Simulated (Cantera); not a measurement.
A closed system holds: 1 mol SiF4, 0.14 mol CH4, 12 mol H2, equilibrated at 75.0 Torr.

These are equilibrium values from Cantera (NASA tables, ideal gas, pure condensed phases), not measurements of a reactor. Candidate condensed phases: C, C6H6, C7H8, C8H18, Si, SiC; 113 gas species. The tables' values for SiF3 are old estimates; treat these amounts as uncertain. Rates play no part. All values below are at 900 °C.

Base state: H2 0.922, SiF4 0.0740, CH4 0.00165, HF 0.00139, SiHF3 0.00118, SiF3 0.000192 (mole fractions); condensed: C(graphite).

**Question.** What changes in the equilibrium state with this change: pressure from 75.0 Torr to 2.25 Torr?

**Answer.** 
| species | before | after |
|---|---|---|
| H2 | 0.922 | 0.923 |
| SiF4 | 0.0740 | 0.0737 |
| HF | 0.00139 | 0.00232 |
| CH4 | 0.00165 | 4.97e-5 |
| SiF3 | 0.000192 | 0.000662 |
| SiHF3 | 0.00118 | 0.000704 |
| C(graphite), mol | 0.118 | 0.136 |
| SiC(s), mol | 0 | 0.00310 |
